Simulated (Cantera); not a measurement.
A Cantera script and what it prints.

```python
import numpy as np
import cantera as ct

gas_names = [...]  # 109 gases of nasa_gas.yaml made of C, Cl, H, Si
cond_names = """
    C(gr) C6H6(L) C7H8(L) C8H18(L),n-octa Si(cr) Si(L) SiC(b)
""".split()


# ... load() reads the species with a 1 bar reference pressure and builds the phases ...
atoms = {
    'CH3SiCl3': {'C': 1, 'H': 3, 'Si': 1, 'CL': 3},
    'C2H4': {'C': 2, 'H': 4},
    'H2': {'H': 2},
}
top_T = {'C(gr)': 4500, 'SiC(b)': 3050}  # K; cautious upper limits of use, not melting points


# ... equilibrate(T, P, feed) seeds the gas with the atoms and calls Mixture.equilibrate('TP', solver="vcs", rtol=1e-11, max_steps=5000) ...
results = []
feed = {'CH3SiCl3': 1, 'C2H4': 0.018, 'H2': 310}  # mol
T = 1250  # K
P = 2400  # Pa
mix = equilibrate(T, P, feed)
results.append((T, P, feed, dict(zip(mix.species_names, mix.species_moles))))
print(gas.report(threshold=1e-05))
for i in range(1, mix.n_phases):
    print(f"{mix.phase(i).name:16s} {mix.phase_moles(i):12.5e} mol")
```

Result:

```
       temperature   1250 K
          pressure   2400 Pa
           density   0.00054216 kg/m^3
  mean mol. weight   2.3478 kg/kmol
   phase of matter   gas

                          1 kg             1 kmol
                     ---------------   ---------------
          enthalpy        1.1709e+07        2.7491e+07  J
   internal energy        7.2825e+06        1.7098e+07  J
           entropy             87367        2.0512e+05  J/K
    Gibbs function         -9.75e+07       -2.2891e+08  J
 heat capacity c_p             13345             31332  J/K
 heat capacity c_v              9804             23018  J/K

                      mass frac. Y      mole frac. X     chem. pot. / RT
                     ---------------   ---------------   ---------------
               CH4         0.0007936        0.00011614           -46.324
               HCL            0.1488         0.0095821           -42.133
                H2           0.85035            0.9903           -21.828
     [ +106 minor]        5.5772e-05        4.4386e-06

C(gr)             0.00000e+00 mol
Si(cr)            0.00000e+00 mol
SiC(b)            9.99611e-01 mol
```

Cantera equilibrium calculation (NASA polynomials, part measured and part estimated; ideal gas, pure solids and liquids). The feed counts by its element totals alone.
